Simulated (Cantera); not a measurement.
Cantera run:

```python
import numpy as np
import cantera as ct

gas_names = """
    H HNO HNO2 HNO3 HO2 H2 H2O H2O2 H2S H2SO4 N NH NH2 NH3 NH2OH NO NO2 NO3 N2 N2H2 N2H4 N2O O OH O2 O3
    S SH SN SO SO2 SO3 S2 S2O S8
""".split()
cond_names = """
    H2O(s) H2O(L) H2SO4(L) S(cr1) S(cr2) S(L)
""".split()


def load(file, names, dense=False):
    # The tables refer to 1 bar. Condensed volumes are neglected.
    table = {s.name: s for s in ct.Species.list_from_file(file)}
    out = []
    for n in names:
        d = dict(table[n].input_data)
        d["thermo"] = dict(d["thermo"], **{"reference-pressure": 1e5})
        if dense:
            d["equation-of-state"] = {"model": "constant-volume", "density": "1e6 g/cm^3"}
        out.append(ct.Species.from_dict(d))
    return out


gas = ct.Solution(thermo="ideal-gas", species=load("nasa_gas.yaml", gas_names))
cond = {s.name: ct.Solution(thermo="fixed-stoichiometry", species=[s], name=s.name)
        for s in load("nasa_condensed.yaml", cond_names, dense=True)}
atoms = {
    'H2S': {'H': 2, 'S': 1},
    'O2': {'O': 2},
    'N2': {'N': 2},
}
top_T = {}  # K; cautious upper limits of use, not melting points


def equilibrate(T, P, feed):
    n = {}
    for name, mol in feed.items():
        for a, k in atoms[name].items():
            n[a] = n.get(a, 0.0) + k * mol
    gas.TPX = T, P, n
    mass = sum(n.values()) * gas.mean_molecular_weight
    gas.equilibrate("TP")
    valid = [c for c in cond.values() if c.min_temp <= T <= top_T.get(c.name, c.max_temp)]
    mix = ct.Mixture([(gas, mass / gas.mean_molecular_weight)] + [(c, 0.0) for c in valid])
    mix.T, mix.P = T, P
    mix.equilibrate("TP", solver="vcs", rtol=1e-11, max_steps=5000)
    return mix


results = []
T = 3423.15  # K
P = 1000  # Pa
for m in [0.098, 0.38, 0.66, 0.94, 1.2, 1.5, 1.8, 2.1]:
    feed = {'H2S': 1, 'O2': m, 'N2': 1.6}  # mol
    mix = equilibrate(T, P, feed)
    results.append((T, P, feed, dict(zip(mix.species_names, mix.species_moles))))

top = {s: max(r[3][s] / sum(r[3][g] for g in gas_names) for r in results) for s in gas_names}
cols = sorted((s for s in top if top[s] > 1e-06), key=lambda s: -top[s])[:6]
seen = [c for c in cond_names if any(r[3].get(c, 0) > 1e-12 for r in results)]
print("log10 of partial pressures in bar; condensed amounts in mol")
print(f"{'n(O2)':>10s}" + "".join(f"{s[:9]:>10s}" for s in cols + seen))
for T, P, feed, n in results:
    ng = sum(n[g] for g in gas_names)
    print(f"{feed['O2']:10.4g}" + "".join(f"{np.log10(max(n[s] / ng * P / 1e5, 1e-99)):10.3f}" for s in cols)
          + "".join(f"{n.get(c, 0):10.4g}" for c in seen))
```

It prints:

```
log10 of partial pressures in bar; condensed amounts in mol
     n(O2)         O         H        N2         S        SO        O2
     0.098    -3.447    -2.391    -2.472    -2.688    -4.457    -6.107
      0.38    -2.900    -2.436    -2.518    -2.749    -3.972    -5.014
      0.66    -2.699    -2.477    -2.560    -2.803    -3.825    -4.612
      0.94    -2.582    -2.515    -2.598    -2.852    -3.756    -4.377
       1.2    -2.507    -2.547    -2.631    -2.893    -3.722    -4.227
       1.5    -2.443    -2.582    -2.667    -2.936    -3.702    -4.100
       1.8    -2.395    -2.615    -2.700    -2.976    -3.694    -4.004
       2.1    -2.358    -2.645    -2.731    -3.012    -3.692    -3.929
```

Method: chemical equilibrium by Gibbs-energy minimisation in Cantera with the NASA 1993 tables (ideal gas, pure condensed phases).
